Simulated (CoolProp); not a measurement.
Computed with CoolProp (reference Helmholtz-energy equation of state, Platzer 1990). This equation is an older, rougher fit; its heat capacities, sound speeds and derivatives of the liquid may be far off and weren't checked against measurements.

### Question
Give the vapour pressure (MPa), liquid density (kg/m³), vapour density (kg/m³), enthalpy of vaporisation (kJ/kg) of saturated R114 at 94.25 °C.

### Answer
```
T (°C)  p (MPa)  liquid density (kg/m³)  vapour density (kg/m³)  enthalpy of vaporisation (kJ/kg)
------  -------  ----------------------  ----------------------  --------------------------------
94.25      1.26                    1200                    95.3                              92.4
```
